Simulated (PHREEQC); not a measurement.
A solution holds 8.6 mmol/kgw CuSO4, 8.5 mmol/kgw H2SO4 and 1.5 mmol/kgw NaCl, at 25 °C. Closed to the air; pH follows from the charge balance.

All values are PHREEQC results (ion-association model, wateq4f.dat), not measurements.

Question: The ionic strength comes out as 0.0399 mol/kgw. What activity coefficients do CuCl+, Cu+2, Cl-, NaSO4-, H+ get?

Answer: CuCl+ 0.83, Cu+2 0.51, Cl- 0.83, NaSO4- 0.84, H+ 0.86.

Precipitation was switched off in this run.
